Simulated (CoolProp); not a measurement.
Vapour-liquid equilibrium of methanol (1) + water (2) at 0.251 MPa; x and y are mole fractions of (1).

The numbers come from the multi-fluid Helmholtz-energy mixture model, de Reuck 1993 and Wagner 2002; pair parameters Bell 2016 in CoolProp.

```csv
x,"bubble temperature, mixture model (°C)","bubble temperature, Raoult's law (°C)","y, mixture model","y, Raoult's law"
0.05,122.5,124.2,0.176,0.143
0.2,112.0,115.6,0.489,0.450
0.35,105.1,108.7,0.656,0.644
0.5,100.3,103.0,0.762,0.775
0.65,96.5,98.3,0.843,0.867
0.8,93.2,94.1,0.912,0.935
0.95,90.4,90.5,0.978,0.986
```

The largest gap from Raoult's law is -3.6 K in bubble temperature, at x = 0.35. No azeotrope shows between x = 0.05 and 0.95.

Pair parameters are fitted to limited data, so mixtures are less certain than the pure fluids.
